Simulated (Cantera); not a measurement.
Adiabatic ignition

An adiabatic, constant-volume homogeneous reactor starts with 15.7 % CO, 17.2 % H2, 13.7 % O2, 53.4 % N2, at 1300 K and 1000000 Pa.

Model: GRI-Mech 3.0 (53 species, 325 reactions), integrated in Cantera. The hydrogen kinetics of GRI-Mech 3.0 are dated; newer H2 mechanisms differ, most at raised pressure. Above 3000 K some thermodynamic fits are extrapolated.

| t (s) | T (K) | P (bar) | x CO | x H2 | x O2 | x NO | x H2O2 | x H | x H2O |
|---|---|---|---|---|---|---|---|---|---|
| 4.00e-6 | 1305 | 10.0 | 0.157 | 0.172 | 0.136 | 6.25e-11 | 8.72e-6 | 0.000163 | 0.000607 |
| 2.03e-5 | 3134 | 21.6 | 0.0859 | 0.0199 | 0.0142 | 0.00455 | 1.85e-6 | 0.00718 | 0.159 |
| 0.000103 | 3118 | 21.4 | 0.0868 | 0.0205 | 0.0122 | 0.0112 | 1.67e-6 | 0.00696 | 0.159 |
| 0.000524 | 3117 | 21.4 | 0.0869 | 0.0205 | 0.0122 | 0.0115 | 1.67e-6 | 0.00695 | 0.159 |
| 0.00266 | 3117 | 21.4 | 0.0869 | 0.0205 | 0.0122 | 0.0115 | 1.67e-6 | 0.00695 | 0.159 |
| 0.0135 | 3117 | 21.4 | 0.0869 | 0.0205 | 0.0122 | 0.0115 | 1.67e-6 | 0.00695 | 0.159 |
| 0.0687 | 3117 | 21.4 | 0.0869 | 0.0205 | 0.0122 | 0.0115 | 1.67e-6 | 0.00695 | 0.159 |
| 0.349 | 3117 | 21.4 | 0.0869 | 0.0205 | 0.0122 | 0.0115 | 1.67e-6 | 0.00695 | 0.159 |
| 1.77 | 3117 | 21.4 | 0.0869 | 0.0205 | 0.0122 | 0.0115 | 1.67e-6 | 0.00695 | 0.159 |
| 9.00 | 3117 | 21.4 | 0.0869 | 0.0205 | 0.0122 | 0.0115 | 1.67e-6 | 0.00695 | 0.159 |
x: mole fraction; the columns are a selection and need not sum to one.

```yaml
time_of_steepest_temperature_rise: 5.58 µs
temperature at 9.00 s: 3117 K
equilibrium_temperature: 3117 K
x(CO) at 9.00 s: 0.0869 (gas-phase equilibrium 0.0869)
x(H2) at 9.00 s: 0.0205 (gas-phase equilibrium 0.0205)
x(O2) at 9.00 s: 0.0122 (gas-phase equilibrium 0.0122)
```
